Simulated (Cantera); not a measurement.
A freely propagating, adiabatic, planar premixed flame of 53.2 % H2, 9.84 % O2, 37.0 % N2, unburnt at 648 K and 760 Torr; multicomponent transport, grid criteria slope 0.08 and curve 0.16, no radiation.

Cantera simulation using the H2/O2 subset of GRI-Mech 3.0, which has no nitrogen chemistry; the numbers are that mechanism's predictions, not measurements. Burning velocities carry a grid error of a few per cent, more on coarse grids.

x: mole fraction of selected species; z is measured from the peak of heat release.

```tsv
z (mm)	T (K)	u (m/s)	x H2	x O2	x H	x OH	x O	x H2O
-1.47	648	9.27	0.532	0.0984	<1e-8	<1e-8	<1e-8	<1e-8
-0.982	648	9.27	0.532	0.0984	<1e-8	<1e-8	<1e-8	<1e-8
-0.737	648	9.27	0.532	0.0984	<1e-8	<1e-8	<1e-8	<1e-8
-0.491	648	9.27	0.532	0.0984	5.99e-7	<1e-8	<1e-8	4.40e-7
-0.246	679	9.69	0.529	0.0977	0.000643	7.37e-5	1.90e-5	0.00174
-0.123	[?]	12.3	0.503	0.0906	[?]	[?]	[?]	[?]
0	1226	16.8	0.411	0.0554	0.0499	0.00145	0.00207	0.0952
0.123	1466	19.9	0.331	0.0125	0.0822	0.00209	0.00156	0.180
0.246	1565	21.1	0.316	0.00197	0.0835	0.00205	0.000643	0.203
0.491	1662	22.3	0.322	0.000200	0.0728	0.00219	0.000409	0.207
0.982	1766	23.5	0.332	8.59e-5	0.0580	0.00222	0.000305	0.209
1.96	1868	24.6	0.342	5.30e-5	0.0430	0.00204	0.000194	0.211
3.93	1957	25.6	0.351	2.76e-5	0.0297	0.00166	0.000104	0.213
```

Task: Fill in the missing entries.

Result: 
- -0.123, T (K): 873
- -0.123, x H: 0.0100
- -0.123, x OH: 0.000390
- -0.123, x O: 0.000297
- -0.123, x H2O: 0.0198
